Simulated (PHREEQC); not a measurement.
A made-up water analysis in mg/L, 50 °C, pH 6.77, pe 10.6:

```csv
constituent,mg/L
Na,0.391
K,2.49
Ca,1.82
Mg,0.174
Cl,5.52
S(6) as SO4,0.721
Alkalinity as HCO3,0.928
Br,0.00962
Cd,0.0355
Ba,0.305
Zn,0.00321
```

Na is adjusted to close the charge balance.
Valence states are taken as typed.

Computed with PHREEQC (ion-association model, phreeqc.dat).

ionic strength: 0.000249 mol/kgw

| species | molality | activity | log γ |
|---|---|---|---|
| Cl- | 0.000156 | 0.000153 | -0.008 |
| K+ | 6.37e-5 | 6.25e-5 | -0.008 |
| Ca+2 | 4.53e-5 | 4.20e-5 | -0.033 |
| HCO3- | 1.50e-5 | 1.47e-5 | -0.008 |
| Na+ | 1.20e-5 | 1.18e-5 | -0.008 |
| SO4-2 | 7.41e-6 | 6.87e-6 | -0.033 |
| Mg+2 | 7.14e-6 | 6.62e-6 | -0.033 |
| CO2 | 4.83e-6 | 4.84e-6 | 0.000 |
| Ba+2 | 2.21e-6 | 2.05e-6 | -0.033 |
| OH- | 3.29e-7 | 3.22e-7 | -0.008 |

This is a speciation only: nothing precipitates in the calculation. Away from 25 °C the constants follow the database's enthalpies or fits; those with neither stay at their 25 °C values.
